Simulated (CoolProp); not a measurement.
Properties of sulfur hexafluoride along the isotherm -44.55 °C.

Model: reference Helmholtz-energy equation of state, Guder 2009, in CoolProp.

```
p (MPa)   phase  density (kg/m³)  cp (kJ/(kg K))  speed of sound (m/s)  expansivity (1/kK)  viscosity (µPa s)
-------  ------  ---------------  --------------  --------------------  ------------------  -----------------
0.722    liquid             1822          0.8511                 531.4               2.770                384
1.44     liquid              [?]          0.8483                   [?]               2.726                [?]
2.17     liquid              [?]          0.8457                 541.9               2.683                [?]
2.89     liquid             1834             [?]                 547.0               2.642                397
```

Task: What belongs in the gaps?

Result: 
- 1.44, density (kg/m³): 1826
- 1.44, speed of sound (m/s): 536.7
- 1.44, viscosity (µPa s): 388
- 2.17, density (kg/m³): 1830
- 2.17, viscosity (µPa s): 393
- 2.89, cp (kJ/(kg K)): 0.8432

Viscosity comes from a separate model (Quiñones-Cisneros 2012).
